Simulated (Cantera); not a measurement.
Input: 1 mol SiHCl3, 4 mol HCl, 22 mol N2, held at 1252 °C and 3.70 mbar.

Cantera equilibrium calculation (NASA polynomials, part measured and part estimated; ideal gas, pure solids and liquids). The tables' values for SiCl3 are old estimates; treat these amounts as uncertain. The numbers say what is thermodynamically allowed, not how fast it happens.

```
species    before     after
-------  --------  --------
N2          0.791     0.787
HCl         0.164     0.169
SiCl2      0.0254    0.0305
Cl       0.000582   0.00352
SiHCl3    2.35e-5   6.06e-6
H         3.42e-5  0.000131
SiCl4     0.00440   0.00116
H2        0.00774   0.00491
SiCl3     0.00614   0.00412
```
Gas species are given as mole fractions.

**Question.** Which change was made?
A) SiHCl3 replaced by SiH4
B) pressure from 3.70 mbar to 0.100 bar
C) temperature from 1252 °C to 1400 °C
D) pressure from 3.70 mbar to 1 atm

**Answer.** C, temperature from 1252 °C to 1400 °C
